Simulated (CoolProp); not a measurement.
Vapour-liquid equilibrium of R125 (1) + dimethyl ether (2) at 0.026 MPa; x and y are mole fractions of (1).

Model: multi-fluid Helmholtz-energy mixture model, Lemmon 2005 and Wu 2011; pair parameters Bell 2016, in CoolProp.

Question: Give the bubble temperature and the first vapour's composition at x = 0.2, 0.35, 0.65. Is there an azeotrope?

Answer: x = 0.2: -54.5 °C, y = 0.315; x = 0.35: -57.1 °C, y = 0.547; x = 0.65: -64.4 °C, y = 0.886. No azeotrope shows between x = 0.05 and 0.95.

Pair parameters are fitted to limited data, so mixtures are less certain than the pure fluids.
